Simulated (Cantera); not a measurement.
## Silicon etching in halogen gases: Si + Cl2

Charge: 1 mol Si, a varied amount of Cl2, held at 773.15 K and 0.150 bar.

Method: chemical equilibrium by Gibbs-energy minimisation in Cantera with the NASA 1993 tables (ideal gas, pure condensed phases). Candidate condensed phases: Si; 9 gas species. The tables' values for SiCl3 are old estimates; treat these amounts as uncertain. The numbers say what is thermodynamically allowed, not how fast it happens.

```tsv
n(Cl2) (mol)	x SiCl4	x Cl2	x SiCl3	x Cl	x SiCl2	n Si(s)
1	1.000	<1e-12	0.000228	<1e-12	7.50e-6	0.500
1.4	1.000	<1e-12	0.000228	<1e-12	7.50e-6	0.300
1.8	1.000	<1e-12	0.000228	<1e-12	7.50e-6	0.0999
2.4	0.714	0.286	<1e-12	6.77e-6	<1e-12	0
3.3	0.435	0.565	<1e-12	9.52e-6	<1e-12	0
4.4	0.294	0.706	<1e-12	1.06e-5	<1e-12	0
5.9	0.204	0.796	<1e-12	1.13e-5	<1e-12	0
```
x: gas mole fraction; n: condensed amount in mol.

From 1 mol Cl2 to 1.8 mol Cl2 the condensed part is Si(s). From 2.4 mol Cl2 to 5.9 mol Cl2 nothing is condensed. The main Si-bearing gas is SiCl4 throughout.
